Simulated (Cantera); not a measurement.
Equilibrium for roasting and sulfation: MgO + O2 + CO2 + SO2

Charge: 1 mol MgO, 0.19 mol O2, 2.2 mol CO2, 0.22 mol SO2, held at 1223.15 K and 1.10 bar.

Cantera equilibrium calculation (NASA polynomials, part measured and part estimated; ideal gas, pure solids and liquids). Candidate condensed phases: C, Mg, MgCO3, MgO, MgS, MgSO4, S; 26 gas species. Mutual solubility and eutectic melting of coexisting phases are not modelled. Equilibrium is a limit: real reactors are often held back by kinetics, nucleation or transport.

x(CO2): 0.909
x(O2): 0.0518
x(SO2): 0.0376
x(SO3): 0.00192
n(MgO(s)): 0.876 mol
n(MgSO4(s)): 0.124 mol
gas amount: 2.421 mol
log10 activity of S(l) (absent): -12.61
log10 activity of C(graphite) (absent): -15.67
log10 activity of Mg(l) (absent): -19.34
